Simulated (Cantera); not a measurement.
# Equilibrium for carbon deposition, reforming and gasification: C₂H₄ + H₂ + N₂

A closed system holds: 1 mol C₂H₄, a varied amount of H₂, 12 mol N₂, held at 400 °C and 2.90 mbar.

Method: chemical equilibrium by Gibbs-energy minimisation in Cantera with the NASA 1993 tables (ideal gas, pure condensed phases). Candidate condensed phases: C, C₆H₆, C₇H₈, C₈H₁₈; 92 gas species. Kinetics and transport are ignored.

| n(H₂) (mol) | x H₂ | x N₂ | x CH₄ | x NH₃ | n C(graphite) |
|---|---|---|---|---|---|
| 12 | 0.521 | 0.467 | 0.0120 | 1.00e-5 | 1.69 |
| 22 | 0.642 | 0.339 | 0.0182 | 1.17e-5 | 1.36 |
| 32 | 0.711 | 0.267 | 0.0223 | 1.21e-5 | 0.997 |
| 43 | 0.759 | 0.216 | 0.0254 | 1.20e-5 | 0.588 |
| 53 | 0.789 | 0.184 | 0.0274 | 1.17e-5 | 0.211 |
| 63 | 0.813 | 0.160 | 0.0267 | 1.14e-5 | 0 |
| 73 | 0.835 | 0.141 | 0.0235 | 1.12e-5 | 0 |
| 83 | 0.853 | 0.126 | 0.0211 | 1.09e-5 | 0 |
x: gas mole fraction; n: condensed amount in mol.

From 12 mol H₂ to 53 mol H₂ the condensed part is C(graphite). From 63 mol H₂ to 83 mol H₂ nothing is condensed. The main C-bearing gas is CH₄ throughout.
